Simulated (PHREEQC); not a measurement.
## Acid mine or pickling water: an equilibrium model

Synthetic water in mg/L, 25 °C, pH 3.49, pe 10.5:

| constituent | mg/L |
|---|---|
| Na | 122 |
| K | 0.268 |
| Ca | 128 |
| Mg | 32.3 |
| Cl | 41.3 |
| S(6) as SO4 | 688 |
| Mn(2) | 0.164 |
| Al | 3.06 |

Cl is adjusted to close the charge balance.
Valence states are taken as typed.

Model: ion-association model, phreeqc.dat, run in PHREEQC.

Precipitation was switched off in this run.

### Question
What ionic strength, specific conductance does the model give?

### Answer
ionic strength 0.0214 mol/kgw; specific conductance 1480 µS/cm.

### Question
In which forms is Ca present?

### Answer
Ca+2 75 %, CaSO4 25 % of the Ca.
